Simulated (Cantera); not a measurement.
A closed system holds: 1 mol HMDSO, 0.62 mol NO, 34 mol N2, held at 0.830 bar.

Method: chemical equilibrium by Gibbs-energy minimisation in Cantera with the NASA 1993 tables (ideal gas, pure condensed phases). Candidate condensed phases: C, C6H6, C7H8, C8H18, H2O, Si, SiC, SiO2, Si2N2O, Si3N4; 151 gas species. The feed counts by its element totals alone. Mutual solubility and eutectic melting of coexisting phases are not modelled. Kinetics and transport are ignored.

Task: Which condensed phases are stable at each of these points (T (K)): 750, 800, 850, 900, 950, 1000, 1050?

Result: 
```tsv
T (K)	condensed phases	Si condensed (%)
750	C(graphite) + SiO2(α-quartz) + Si2N2O(s)	100.0
800	C(graphite) + SiO2(α-quartz) + Si2N2O(s)	100.0
850	C(graphite) + SiO2(β-quartz) + Si2N2O(s)	100.0
900	C(graphite) + SiO2(β-quartz) + Si2N2O(s)	100.0
950	C(graphite) + SiO2(β-quartz) + Si2N2O(s)	100.0
1000	C(graphite) + SiO2(β-quartz) + Si2N2O(s)	100.0
1050	C(graphite) + SiO2(β-quartz) + Si2N2O(s)	100.0
```

From 750 K to 800 K the condensed part is C(graphite) + SiO2(α-quartz) + Si2N2O(s). From 850 K to 1050 K the condensed part is C(graphite) + SiO2(β-quartz) + Si2N2O(s).
